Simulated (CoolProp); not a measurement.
Nitrogen at 298.15 K and 2.67 MPa is compressed adiabatically to 14.2 MPa with isentropic efficiency 0.8. Each further row changes one setting.

The numbers come from the reference Helmholtz-energy equation of state, Span 2000 in CoolProp.

```tsv
case	work (kJ/kg)	final temperature (K)	final density (kg/m³)
as stated	244	[?]	85.1
efficiency 1	195	483.7	92.8
efficiency 0.65	300	[?]	[?]
```

Q: Complete the blanks.

A: 
- as stated, final temperature (K): 527.4
- efficiency 0.65, final temperature (K): 578.0
- efficiency 0.65, final density (kg/m³): 77.7
